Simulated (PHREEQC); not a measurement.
## Alkaline etch or developer (model solution)

Dissolve 0.043 mol/kgw TMAH, 0.0043 mol/kgw H3BO3 and 0.00032 mol/kgw Na2CO3 at 25 °C. Closed to the air; pH follows from the charge balance.

The numbers come from PHREEQC with the ion-association model, phreeqc.dat.

Each row changes one thing in this solution. This is a speciation only: nothing precipitates in the calculation.

```csv
case,pH,ionic strength (mol/kgw),NaCO3- (mol/kgw),HCO3- (mol/kgw),NaHCO3 (mol/kgw)
as made,12.50,0.0440,1.84e-6,1.26e-6,3.10e-10
H3BO3 from 0.0043 to 0.00215 mol/kgw,12.52,0.0440,1.84e-6,1.19e-6,2.94e-10
0.003 mol/kgw LiOH added,12.53,0.0470,1.81e-6,1.16e-6,2.83e-10
TMAH replaced by (CH3)4NCl at the same molality,8.06,0.0436,1.68e-8,0.000312,7.74e-8
Na2CO3 from 0.00032 to 0.00064 mol/kgw,12.50,0.0449,7.27e-6,2.49e-6,1.22e-9
H3BO3 left out,12.54,0.0440,1.84e-6,1.13e-6,2.79e-10
```

Complexes and solids missing from the database can't appear. (CH3)4N+ isn't in the database: it is added as a free cation with an ion size of 4 Å.
